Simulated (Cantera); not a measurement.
A closed system holds: 1 mol Al(CH3)3, 41 mol N2O, 1.8 mol N2, held at 0.100 bar.

Cantera equilibrium calculation (NASA polynomials, part measured and part estimated; ideal gas, pure solids and liquids). Candidate condensed phases: Al, AlN, Al2O3, C, C6H6, C7H8, C8H18, H2O; 148 gas species. The feed counts by its element totals alone. Rates play no part.

x: gas mole fraction; n: condensed amount in mol.

```
T (K)   x N2   x O2   x H2O   x CO2      x NO      x OH         x O  n Al2O3(s)
-----  -----  -----  ------  ------  --------  --------  ----------  ----------
1325   0.660  0.224  0.0694  0.0463  0.000439   2.10e-5  (withheld)       0.500
1375   0.660  0.223  0.0694  0.0463  0.000593   3.59e-5  (withheld)       0.500
1425   0.660  0.223  0.0694  0.0463  0.000785   5.92e-5  (withheld)       0.500
1475   0.660  0.223  0.0694  0.0463   0.00102   9.43e-5  (withheld)       0.500
1525   0.660  0.223  0.0694  0.0463   0.00130  0.000146  (withheld)       0.500
1575   0.660  0.223  0.0693  0.0463   0.00164  0.000219  (withheld)       0.500
1625   0.659  0.223  0.0693  0.0463   0.00203  0.000321  (withheld)       0.500
1675   0.659  0.222  0.0692  0.0463   0.00248  0.000459  (withheld)       0.500
1725   0.659  0.222  0.0691  0.0463   0.00300  0.000644  (withheld)       0.500
1775   0.658  0.222  0.0690  0.0462   0.00358  0.000886  (withheld)       0.500
1825   0.658  0.221  0.0688  0.0462   0.00424   0.00120  (withheld)       0.500
1875   0.658  0.221  0.0685  0.0461   0.00497   0.00159  (withheld)       0.500
1925   0.657  0.220  0.0683  0.0460   0.00578   0.00208  (withheld)       0.500
1975   0.656  0.219  0.0679  0.0459   0.00666   0.00268  (withheld)       0.500
```

Task: Fill in the missing entries.

Result: 
- 1325, x O: 4.12e-7
- 1375, x O: 9.52e-7
- 1425, x O: 2.07e-6
- 1475, x O: 4.29e-6
- 1525, x O: 8.46e-6
- 1575, x O: 1.60e-5
- 1625, x O: 2.90e-5
- 1675, x O: 5.09e-5
- 1725, x O: 8.65e-5
- 1775, x O: 0.000143
- 1825, x O: 0.000229
- 1875, x O: 0.000357
- 1925, x O: 0.000546
- 1975, x O: 0.000816
